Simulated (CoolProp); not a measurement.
Vapour-liquid equilibrium of ethylene (1) + n-butane (2) at 2.1 bar; x and y are mole fractions of (1).

Values from CoolProp's multi-fluid Helmholtz-energy mixture model, Smukala 2000 and Bücker 2006; pair parameters Bell 2016.

```json
[
 {"x": "0.05", "bubble temperature (K)": "259.2", "y at the bubble point": "___", "dew temperature at overall composition x (K)": "291.9", "liquid density (mol/L)": "10.80"},
 {"x": "0.15", "bubble temperature (K)": "228.8", "y at the bubble point": "0.940", "dew temperature at overall composition x (K)": "288.4", "liquid density (mol/L)": "11.84"},
 {"x": "0.25", "bubble temperature (K)": "216.5", "y at the bubble point": "0.974", "dew temperature at overall composition x (K)": "284.7", "liquid density (mol/L)": "12.63"},
 {"x": "0.35", "bubble temperature (K)": "208.9", "y at the bubble point": "0.986", "dew temperature at overall composition x (K)": "280.5", "liquid density (mol/L)": "13.39"},
 {"x": "0.45", "bubble temperature (K)": "203.0", "y at the bubble point": "0.992", "dew temperature at overall composition x (K)": "275.9", "liquid density (mol/L)": "14.19"},
 {"x": "0.55", "bubble temperature (K)": "___", "y at the bubble point": "___", "dew temperature at overall composition x (K)": "270.6", "liquid density (mol/L)": "___"},
 {"x": "0.65", "bubble temperature (K)": "___", "y at the bubble point": "0.997", "dew temperature at overall composition x (K)": "264.3", "liquid density (mol/L)": "15.95"},
 {"x": "0.75", "bubble temperature (K)": "189.9", "y at the bubble point": "0.999", "dew temperature at overall composition x (K)": "___", "liquid density (mol/L)": "16.92"},
 {"x": "0.85", "bubble temperature (K)": "___", "y at the bubble point": "0.999", "dew temperature at overall composition x (K)": "245.6", "liquid density (mol/L)": "17.94"},
 {"x": "0.95", "bubble temperature (K)": "184.0", "y at the bubble point": "1.000", "dew temperature at overall composition x (K)": "___", "liquid density (mol/L)": "19.00"}
]
```

Q: Fill in the missing entries.

A: 
- 0.05, y at the bubble point: 0.718
- 0.55, bubble temperature (K): 198.1
- 0.55, y at the bubble point: 0.995
- 0.55, liquid density (mol/L): 15.04
- 0.65, bubble temperature (K): 193.7
- 0.75, dew temperature at overall composition x (K): 256.5
- 0.85, bubble temperature (K): 186.7
- 0.95, dew temperature at overall composition x (K): 225.9

No azeotrope shows between x = 0.05 and 0.95.

Pair parameters are fitted to limited data, so mixtures are less certain than the pure fluids. The gap from Raoult's law changes sign with composition, which may be real or a fault of the pair parameters; it wasn't checked against measurements.
